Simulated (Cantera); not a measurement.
**Thermodynamics of iron carbonyl, mercury and lead vapours, feed PbO + CO + H2**

Input: 1 mol PbO, 0.38 mol CO, 0.44 mol H2, at 725 °C and 1.50 mbar.

Method: chemical equilibrium by Gibbs-energy minimisation in Cantera with the NASA 1993 tables (ideal gas, pure condensed phases). Candidate condensed phases: C, C6H6, C7H8, C8H18, H2O, Pb, PbO, PbO2, Pb3O4; 113 gas species. The numbers say what is thermodynamically allowed, not how fast it happens.

```
Item                                        Result
--------------------------------------  ----------
x(H2O)                                       0.531
x(CO2)                                       0.458
x(Pb)                                       0.0103
x(PbO)                                    0.000190
x(H2)                                      7.76e-5
x(CO)                                      4.63e-5
n(Pb(l))                                 0.811 mol
n(PbO(yellow))                           0.180 mol
gas amount                              0.8287 mol
log10 activity of PbO2(s) (absent)           -8.38
log10 activity of C(graphite) (absent)      -11.38
```
